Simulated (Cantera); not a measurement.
Cantera run:

```python
import numpy as np
import cantera as ct

gas_names = """
    CL CLO CL2 N NO NO2 NO3 N2 N2O O O2 O3 Si SiCL SiCL2 SiCL3 SiCL4 SiN SiO SiO2 Si2 Si2N Si3
""".split()
cond_names = """
    Si(cr) Si(L) SiO2(Lqz) SiO2(hqz) SiO2(L) Si2N2O(s) Si3N4(a)
""".split()


# ... load() reads the species with a 1 bar reference pressure and builds the phases ...
atoms = {
    'SiCl4': {'Si': 1, 'CL': 4},
    'O3': {'O': 3},
    'N2': {'N': 2},
}
top_T = {'Si2N2O(s)': 2100, 'Si3N4(a)': 2400}  # K; cautious upper limits of use, not melting points


# ... equilibrate(T, P, feed) seeds the gas with the atoms and calls Mixture.equilibrate('TP', solver="vcs", rtol=1e-11, max_steps=5000) ...
results = []
feed = {'SiCl4': 1, 'O3': 0.7, 'N2': 5.2}  # mol
P = 620  # Pa
for T in [575, 625, 675, 725, 775, 825, 875, 925, 975, 1025, 1075]:
    mix = equilibrate(T, P, feed)
    results.append((T, P, feed, dict(zip(mix.species_names, mix.species_moles))))

top = {s: max(r[3][s] / sum(r[3][g] for g in gas_names) for r in results) for s in gas_names}
cols = sorted((s for s in top if top[s] > 0.0001), key=lambda s: -top[s])[:6]
seen = [c for c in cond_names if any(r[3].get(c, 0) > 1e-12 for r in results)]
print("log10 of partial pressures in bar; condensed amounts in mol")
print(f"{'T/K':>10s}" + "".join(f"{s[:9]:>10s}" for s in cols + seen))
for T, P, feed, n in results:
    ng = sum(n[g] for g in gas_names)
    print(f"{T:10.4g}" + "".join(f"{np.log10(max(n[s] / ng * P / 1e5, 1e-99)):10.3f}" for s in cols)
          + "".join(f"{n.get(c, 0):10.4g}" for c in seen))
```

It prints:

```
log10 of partial pressures in bar; condensed amounts in mol
       T/K        N2       CL2        CL        O2 SiO2(Lqz) SiO2(hqz)
       575    -2.352    -2.767    -9.557    -4.369         1         0
       625    -2.352    -2.767    -8.665    -4.369         1         0
       675    -2.352    -2.767    -7.904    -4.369         1         0
       725    -2.352    -2.767    -7.246    -4.369         1         0
       775    -2.352    -2.767    -6.673    -4.369         1         0
       825    -2.352    -2.767    -6.168    -4.369         1         0
       875    -2.352    -2.767    -5.720    -4.369         0         1
       925    -2.352    -2.768    -5.320    -4.369         0         1
       975    -2.352    -2.769    -4.961    -4.370         0         1
      1025    -2.353    -2.771    -4.638    -4.370         0         1
      1075    -2.354    -2.774    -4.344    -4.371         0         1
```

Equilibrium computed with Cantera from the NASA thermochemical tables; the gas is ideal and each condensed phase is pure.
